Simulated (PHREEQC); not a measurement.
Model water analysis in mg/L, 39 °C, pH 6.2, pe 10.1: Na 2.43; K 0.087; Ca 9.36; Mg 0.00285; Cl 11.6; S(6) as SO4 0.337; Alkalinity as HCO3 13.2; Cd 0.037; O(0) (dissolved oxygen) 0.00581; Si as SiO2 0.0269.

Valence states are taken as typed.

Computed with PHREEQC (ion-association model, wateq4f.dat).

```yaml
ionic_strength: 0.000799 mol/kgw
charge_balance_error: 2.2 %
```

```json
[
 {"species": "Cl-", "molality": "0.000327", "activity": "0.000317", "log γ": "-0.014"},
 {"species": "CO2", "molality": "0.000263", "activity": "0.000263", "log γ": "0.000"},
 {"species": "Ca+2", "molality": "0.000233", "activity": "0.000204", "log γ": "-0.056"},
 {"species": "HCO3-", "molality": "0.000216", "activity": "0.000209", "log γ": "-0.014"},
 {"species": "Na+", "molality": "0.000106", "activity": "0.000102", "log γ": "-0.014"},
 {"species": "SO4-2", "molality": "3.37e-6", "activity": "2.96e-6", "log γ": "-0.057"},
 {"species": "K+", "molality": "2.22e-6", "activity": "2.15e-6", "log γ": "-0.014"},
 {"species": "CaHCO3+", "molality": "6.61e-7", "activity": "6.40e-7", "log γ": "-0.014"},
 {"species": "H+", "molality": "6.51e-7", "activity": "6.31e-7", "log γ": "-0.014"},
 {"species": "H4SiO4", "molality": "4.48e-7", "activity": "4.48e-7", "log γ": "0.000"},
 {"species": "Cd+2", "molality": "3.18e-7", "activity": "2.79e-7", "log γ": "-0.057"},
 {"species": "O2", "molality": "1.82e-7", "activity": "1.82e-7", "log γ": "0.000"},
 {"species": "CaSO4", "molality": "1.37e-7", "activity": "1.37e-7", "log γ": "0.000"},
 {"species": "Mg+2", "molality": "1.17e-7", "activity": "1.03e-7", "log γ": "-0.056"},
 {"species": "OH-", "molality": "4.39e-8", "activity": "4.25e-8", "log γ": "-0.014"},
 {"species": "CO3-2", "molality": "2.24e-8", "activity": "1.97e-8", "log γ": "-0.056"}
]
```

No solid was allowed to form. Complexes and solids missing from the database can't appear. At this temperature some constants are extrapolated from 25 °C, and those without enthalpy data are left unchanged.
